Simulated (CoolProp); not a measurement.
Vapour pressure (MPa) of acetone: the reference equation beside estimates from Tc = 508.1 K, pc = 4.692 MPa, ω = 0.307.

Model: reference Helmholtz-energy equation of state, Lemmon 2006, in CoolProp. It is a short technical equation, of lower accuracy than the large ones.

| T (K) | reference | van der Waals | Redlich-Kwong | Soave-Redlich-Kwong |
|---|---|---|---|---|
| 311.1 | 0.05226 | 0.4577 | 0.1185 | 0.05061 |
| 322.6 | 0.08035 | (withheld) | 0.1699 | 0.07852 |
| 334.1 | 0.1194 | 0.6783 | 0.2364 | 0.1176 |
| 345.6 | 0.1720 | 0.8111 | 0.3205 | 0.1707 |
| 357 | 0.2407 | (withheld) | (withheld) | 0.2403 |
| 368.5 | 0.3298 | 1.124 | 0.5495 | 0.3311 |
| 380 | (withheld) | 1.307 | 0.7003 | 0.4463 |
| 391.5 | 0.5823 | (withheld) | 0.8781 | 0.5898 |
| 403 | 0.7535 | 1.729 | 1.085 | 0.7659 |
| 414.5 | 0.9604 | 1.968 | 1.324 | 0.9789 |
| 426 | 1.208 | 2.227 | 1.596 | (withheld) |
| 437.5 | (withheld) | 2.506 | 1.904 | 1.534 |

**Question.** Some entries are withheld; supply them.

**Answer.** 
- 322.6, van der Waals: 0.5608
- 357, van der Waals: 0.9587
- 357, Redlich-Kwong: 0.4234
- 380, reference: 0.4424
- 391.5, van der Waals: 1.509
- 426, Soave-Redlich-Kwong: 1.233
- 437.5, reference: 1.500

Absolute difference from the reference over all 12 rows, mean and median: van der Waals 291.1 and 218.1 %, Redlich-Kwong 67.9 and 62.5 %, Soave-Redlich-Kwong 1.5 and 1.6 %.
